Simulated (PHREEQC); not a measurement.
# Cooling-tower water: speciation

Model water analysis in mg/L, 25 °C, pH 6.35, pe 12.8:

```csv
constituent,mg/L
Na,187
K,77.3
Ca,53.4
Mg,70.7
Cl,145
S(6) as SO4,139
Alkalinity as HCO3,729
Br,0.421
```

Valence states are taken as typed.

Equilibrium calculation in PHREEQC: ion-association model, phreeqc.dat.

This is a speciation only: nothing precipitates in the calculation.

### Question
Predict the ionic strength, charge-balance error.

### Answer
ionic strength 0.0226 mol/kgw; charge-balance error -1.0 %.

### Question
In which forms is Mg present?

### Answer
Mg+2 86 %, MgSO4 7.4 %, MgHCO3+ 6.8 % of the Mg.
